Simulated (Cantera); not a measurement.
Thermodynamics of silicon epitaxy and polysilicon growth, feed SiHCl₃ + HCl + N₂

Feed: 1 mol SiHCl₃, 0.17 mol HCl, 73 mol N₂, equilibrated at 10000 Pa.

Cantera equilibrium calculation (NASA polynomials, part measured and part estimated; ideal gas, pure solids and liquids). Candidate condensed phases: NH₄Cl, Si, Si₃N₄; 28 gas species. N₂ is the only nitrogen source here; it is nearly inert below about 1500 K, so the nitride shown seldom forms there in practice. The tables' values for SiCl₃ are old estimates; treat these amounts as uncertain. Rates play no part.

```csv
T (°C),x N₂,x HCl,x SiCl₄,x SiCl₂,x SiCl₃,n Si₃N₄(s)
652,0.978,0.0138,0.00722,7.41e-9,1.16e-6,0.154
727,0.978,0.0140,0.00716,1.16e-7,5.85e-6,0.156
802,0.978,0.0142,0.00710,1.23e-6,2.34e-5,0.157
877,0.978,0.0143,0.00702,9.45e-6,7.79e-5,0.157
952,0.978,0.0144,0.00686,5.61e-5,0.000221,0.156
1027,0.978,0.0145,0.00649,0.000265,0.000538,0.152
1102,0.977,0.0145,0.00568,0.00101,0.00112,0.139
1177,0.976,0.0143,0.00414,0.00301,0.00185,0.109
1252,0.974,0.0140,0.00212,0.00665,0.00218,0.0600
```
x: gas mole fraction; n: condensed amount in mol.

From 652 °C to 1252 °C the condensed part is Si₃N₄(s). The main Si-bearing gas is SiCl₄ at 652 °C and SiCl₂ at 1252 °C. The share of Si in condensed phases is highest at 877 °C (47.1 %) and lowest at 1252 °C (18.0 %).
